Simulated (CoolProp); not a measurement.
Vapour-liquid equilibrium of R125 (1) + R236FA (2) at 0.637 MPa; x and y are mole fractions of (1).

Model: multi-fluid Helmholtz-energy mixture model, Lemmon 2005 and Pan 2012; pair parameters Bell 2016, in CoolProp.

| x | bubble temperature (°C) | y at the bubble point | dew temperature at overall composition x (°C) | liquid density (mol/L) |
|---|---|---|---|---|
| 0.05 | 48.5 | 0.145 | 51.7 | 8.429 |
| 0.125 | 42.0 | 0.326 | 49.2 | 8.676 |
| 0.2 | … | 0.470 | 46.7 | 8.912 |
| 0.275 | 30.7 | 0.584 | 44.0 | 9.140 |
| 0.35 | 25.9 | 0.674 | 41.1 | 9.360 |
| 0.425 | 21.5 | 0.745 | … | 9.574 |
| 0.5 | 17.6 | … | 34.7 | 9.781 |
| 0.575 | 14.0 | 0.850 | 31.2 | 9.984 |
| 0.65 | 10.7 | 0.888 | 27.2 | 10.18 |
| 0.725 | 7.7 | 0.920 | 22.8 | … |
| 0.8 | … | 0.947 | 17.8 | 10.57 |
| 0.875 | 2.3 | 0.969 | 11.9 | 10.75 |
| 0.95 | -0.1 | 0.989 | 4.5 | 10.94 |

Fill in the missing entries.


- 0.2, bubble temperature (°C): 36.1
- 0.425, dew temperature at overall composition x (°C): 38.0
- 0.5, y at the bubble point: 0.803
- 0.725, liquid density (mol/L): 10.38
- 0.8, bubble temperature (°C): 4.9

No azeotrope shows between x = 0.05 and 0.95.

The pair parameters rest on a limited set of measurements; away from them the model extrapolates.
